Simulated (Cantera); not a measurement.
Input: 1 mol TiO2, 2.6 mol SiCl4, 1.5 mol O2, equilibrated at 1027 °C and 0.0133 bar.

Equilibrium computed with Cantera from the NASA thermochemical tables; the gas is ideal and each condensed phase is pure. Candidate condensed phases: Si, SiO2, Ti, TiCl2, TiCl3, TiCl4, TiO, TiO2, Ti2O3, Ti3O5, Ti4O7; 24 gas species. The tables hold silica as quartz up to 1696 K and as liquid above; real silica turns to tridymite and cristobalite and melts near 1996 K. Rates play no part.

Base state: Cl2 0.656, TiCl4 0.233, Cl 0.0870, SiCl4 0.0233, TiCl3 1.28e-5 (mole fractions); condensed: SiO2(β-quartz).

Task: What changes in the equilibrium state with this change: SiCl4 from 2.6 to 0.43 mol?

Result: 
```tsv
species	before	after
O2	6.46e-7	0.536
Cl2	0.656	0.397
Cl	0.0870	0.0677
TiCl4	0.233	2.14e-5
SiCl4	0.0233	1.03e-8
TiCl3	1.28e-5	1.51e-9
ClO	2.66e-7	0.000188
SiO2(β-quartz), mol	2.50	0.430
TiO2(rutile), mol	0	1.000
```
Mutual solubility and eutectic melting of coexisting phases are not modelled. Condensed phases not in the tables: alloys, solid solutions and most ternary compounds.
